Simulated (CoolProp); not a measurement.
Vapour-liquid equilibrium of isobutene (1) + acetone (2) at 295.4 K; x and y are mole fractions of (1).

Model: multi-fluid Helmholtz-energy mixture model, Lemmon 2005 and Lemmon 2006; pair parameters Bell 2016, in CoolProp.

Give the bubble pressure and the first vapour's composition at x = 0.35, 0.65, 0.8. Is there an azeotrope?

x = 0.35: 0.1833 MPa, y = 0.882; x = 0.65: 0.2296 MPa, y = 0.925; x = 0.8: 0.2484 MPa, y = 0.946. No azeotrope shows between x = 0.05 and 0.95.

The pair parameters rest on a limited set of measurements; away from them the model extrapolates. With so large a gap from Raoult's law the liquid may split in two, which this calculation doesn't test in full.
